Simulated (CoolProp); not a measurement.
A single-stage vapour-compression cycle with the fluid: evaporating at 200.15 K (dew point), condensing at 265.15 K (bubble point), superheat 10 K, subcooling 2 K, compressor efficiency 0.65, no pressure losses. The same conditions are run with several fluids, on thermodynamics alone (safety and materials aside).

Model: reference Helmholtz-energy equation of state of each fluid (R13: Platzer 1990; propane: Lemmon 2009; hydrogen chloride: Thol 2018; hydrogen sulfide: Lemmon 2006; C3F8 (R218): Lemmon 2006; R143a: Lemmon and Jacobsen 2000), in CoolProp. The equations of Platzer and Polt are older, rougher fits.

| fluid | cooling COP | pressure ratio | discharge temperature (K) | refrigerating effect (kJ/kg) | volumetric capacity (kJ/m³) |
|---|---|---|---|---|---|
| R13 | 1.34 | 10.3 | 330.7 | 87.6 | 855 |
| propane | 1.55 | 18.1 | 347.0 | 326 | 170 |
| hydrogen chloride | 1.36 | 10.9 | 515.9 | 328 | 1360 |
| hydrogen sulfide | 1.44 | 16.0 | 512.0 | 444 | 445 |
| C3F8 (R218) | 1.31 | 23.1 | 283.6 | 62.7 | 93.7 |
| R143a | 1.50 | 19.3 | 340.9 | 166 | 202 |
